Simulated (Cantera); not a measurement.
Charge: 1 mol trisilylamine, 0.62 mol N2, equilibrated at 725 K and 10.0 Torr.

Method: chemical equilibrium by Gibbs-energy minimisation in Cantera with the NASA 1993 tables (ideal gas, pure condensed phases). Candidate condensed phases: Si, Si3N4; 18 gas species. The feed counts by its element totals alone. Rates play no part.

Base state: H2 1.00 (mole fractions); condensed: Si(s) + Si3N4(s).

Task: What changes in the equilibrium state with this change: temperature from 725 K to 1873.15 K?

Result: 
| species | before | after |
|---|---|---|
| H2 | 1.00 | 0.796 |
| N2 | <1e-9 | 0.199 |
| H | <1e-9 | 0.00499 |
| Si | <1e-9 | 0.000663 |
| SiH | <1e-9 | 6.36e-5 |
| SiH2 | <1e-9 | 3.91e-5 |
| Si(s), mol | 1.32 | 0 |
| Si3N4(s), mol | 0.560 | 0 |
| Si(l), mol | 0 | 3.00 |
The tables' values for SiN are old estimates; treat these amounts as uncertain. Gases not in the tables: Si2H6 and higher silanes.
